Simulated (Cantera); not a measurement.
Charge: 1 mol Fe, 0.1 mol H2S, 2 mol N2, held at 2800000 Pa.

These are equilibrium values from Cantera (NASA tables, ideal gas, pure condensed phases), not measurements of a reactor. Candidate condensed phases: Fe, FeS, FeS2, S; 16 gas species. Metal and sulfide melt together well below either melting point, which pure phases cannot show. Mutual solubility and eutectic melting of coexisting phases are not modelled. FeS: taken at fixed stoichiometry. Condensed phases not in the tables: Fe4N. Equilibrium is a limit: real reactors are often held back by kinetics, nucleation or transport.

x: gas mole fraction; n: condensed amount in mol.

```json
[
 {"T (°C)": "500", "x N2": "0.953", "x H2": "0.0461", "x NH3": "0.00107", "x H2S": "(withheld)", "x SH": "<1e-12", "x S2": "<1e-12", "n Fe(α)": "0.900", "n FeS(s)": "0.1000", "n Fe(γ)": "0", "n FeS(l)": "0", "n Fe(δ)": "0"},
 {"T (°C)": "600", "x N2": "0.953", "x H2": "0.0470", "x NH3": "0.000422", "x H2S": "(withheld)", "x SH": "4.89e-12", "x S2": "<1e-12", "n Fe(α)": "0.900", "n FeS(s)": "0.1000", "n Fe(γ)": "0", "n FeS(l)": "0", "n Fe(δ)": "0"},
 {"T (°C)": "700", "x N2": "0.952", "x H2": "0.0473", "x NH3": "0.000197", "x H2S": "(withheld)", "x SH": "1.27e-10", "x S2": "<1e-12", "n Fe(α)": "0.900", "n FeS(s)": "0.0999", "n Fe(γ)": "0", "n FeS(l)": "0", "n Fe(δ)": "0"},
 {"T (°C)": "800", "x N2": "0.952", "x H2": "0.0474", "x NH3": "0.000104", "x H2S": "(withheld)", "x SH": "1.81e-9", "x S2": "3.03e-11", "n Fe(α)": "0.900", "n FeS(s)": "0.0998", "n Fe(γ)": "0", "n FeS(l)": "0", "n Fe(δ)": "0"},
 {"T (°C)": "900", "x N2": "0.952", "x H2": "0.0474", "x NH3": "6.12e-5", "x H2S": "(withheld)", "x SH": "1.66e-8", "x S2": "6.19e-10", "n Fe(α)": "0.900", "n FeS(s)": "0.0996", "n Fe(γ)": "0", "n FeS(l)": "0", "n Fe(δ)": "0"},
 {"T (°C)": "1000", "x N2": "0.952", "x H2": "0.0473", "x NH3": "3.89e-5", "x H2S": "(withheld)", "x SH": "1.08e-7", "x S2": "7.88e-9", "n Fe(α)": "0", "n FeS(s)": "0.0994", "n Fe(γ)": "0.901", "n FeS(l)": "0", "n Fe(δ)": "0"},
 {"T (°C)": "1100", "x N2": "0.952", "x H2": "0.0471", "x NH3": "2.63e-5", "x H2S": "(withheld)", "x SH": "5.29e-7", "x S2": "6.82e-8", "n Fe(α)": "0", "n FeS(s)": "0.0990", "n Fe(γ)": "0.901", "n FeS(l)": "0", "n Fe(δ)": "0"},
 {"T (°C)": "1200", "x N2": "0.952", "x H2": "0.0469", "x NH3": "1.87e-5", "x H2S": "(withheld)", "x SH": "2.03e-6", "x S2": "4.17e-7", "n Fe(α)": "0", "n FeS(s)": "0", "n Fe(γ)": "0.901", "n FeS(l)": "0.0986", "n Fe(δ)": "0"},
 {"T (°C)": "1300", "x N2": "0.952", "x H2": "0.0468", "x NH3": "1.39e-5", "x H2S": "(withheld)", "x SH": "5.64e-6", "x S2": "1.49e-6", "n Fe(α)": "0", "n FeS(s)": "0", "n Fe(γ)": "0.902", "n FeS(l)": "0.0983", "n Fe(δ)": "0"},
 {"T (°C)": "1400", "x N2": "0.952", "x H2": "0.0467", "x NH3": "1.07e-5", "x H2S": "(withheld)", "x SH": "1.38e-5", "x S2": "4.55e-6", "n Fe(α)": "0", "n FeS(s)": "0", "n Fe(γ)": "0", "n FeS(l)": "0.0981", "n Fe(δ)": "0.902"},
 {"T (°C)": "1500", "x N2": "0.952", "x H2": "0.0466", "x NH3": "8.48e-6", "x H2S": "(withheld)", "x SH": "3.06e-5", "x S2": "1.23e-5", "n Fe(α)": "0", "n FeS(s)": "0", "n Fe(γ)": "0", "n FeS(l)": "0.0977", "n Fe(δ)": "0.902"}
]
```

Q: What belongs in the gaps?

A: 
- 500, x H2S: 5.01e-6
- 600, x H2S: 1.65e-5
- 700, x H2S: 4.18e-5
- 800, x H2S: 8.98e-5
- 900, x H2S: 0.000171
- 1000, x H2S: 0.000294
- 1100, x H2S: 0.000463
- 1200, x H2S: 0.000666
- 1300, x H2S: 0.000784
- 1400, x H2S: 0.000903
- 1500, x H2S: 0.00102
